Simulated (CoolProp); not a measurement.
Vapour-liquid equilibrium of toluene (1) + p-xylene (2) at 2.32 bar; x and y are mole fractions of (1).

Model: multi-fluid Helmholtz-energy mixture model, Lemmon 2006 and Zhou 2012; pair parameters Bell 2016, in CoolProp.

```
x     bubble temperature (°C)  y at the bubble point  dew temperature at overall composition x (°C)  liquid density (mol/L)
----  -----------------------  ---------------------  ---------------------------------------------  ----------------------
0.05                    170.3                  0.087                                          171.2                   6.826
0.2                     164.7                  0.316                                          167.6                   7.017
0.35                    159.7                  0.502                                          163.9                   7.209
0.5                     155.1                  0.654                                          159.7                   7.405
0.65                    150.9                  0.779                                          155.2                   7.604
0.8                     147.1                  0.883                                          150.1                   7.807
0.95                    143.7                  0.973                                          144.6                   8.016
```

No azeotrope shows between x = 0.05 and 0.95.

The pair parameters rest on a limited set of measurements; away from them the model extrapolates.
